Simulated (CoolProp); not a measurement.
Aqueous ethanol as a coolant, 26 % by mass, freezing at -16.4 °C, 1 atm.

The numbers come from the Melinder's fits for secondary coolants in CoolProp.

```
T (°C)  viscosity (mPa s)  Prandtl number  cp (kJ/(kg K))  density (kg/m³)
------  -----------------  --------------  --------------  ---------------
-11.5                12.7             131           4.239            973.6
-4.2                 7.93            81.5           4.254            971.3
3.2                  5.26            53.4           4.263            968.5
10.5                 3.69            37.1           4.269            965.2
17.8                 2.71            26.9           4.273            961.6
25.2                 2.06            20.2           4.278            957.5
32.5                 1.62            15.8           4.285            953.2
39.9                 1.30            12.5           4.297            948.5
```
